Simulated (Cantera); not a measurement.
Input: 1 mol Pb, 2.5 mol CO2, 1.6 mol CO, held at 75.0 Torr.

Method: chemical equilibrium by Gibbs-energy minimisation in Cantera with the NASA 1993 tables (ideal gas, pure condensed phases). Candidate condensed phases: C, Pb, PbO, PbO2, Pb3O4; 15 gas species. Kinetics and transport are ignored.

Question: Which condensed phases are stable at each of these points (T (K)): 825, 875, 925, 975, 1025, 1075, 1125, 1175, 1225, 1275, 1325, 1375, 1425?

Answer: 
```csv
T (K),condensed phases,Pb condensed (%)
825,C(graphite) + Pb(l),100.0
875,Pb(l),100.0
925,Pb(l),100.0
975,Pb(l),100.0
1025,Pb(l),99.9
1075,Pb(l),99.7
1125,Pb(l),99.2
1175,Pb(l),98.2
1225,Pb(l),96.1
1275,Pb(l),92.1
1325,Pb(l),84.7
1375,Pb(l),71.2
1425,Pb(l),46.9
```

At 825 K the condensed part is C(graphite) + Pb(l). From 875 K to 1425 K the condensed part is Pb(l).
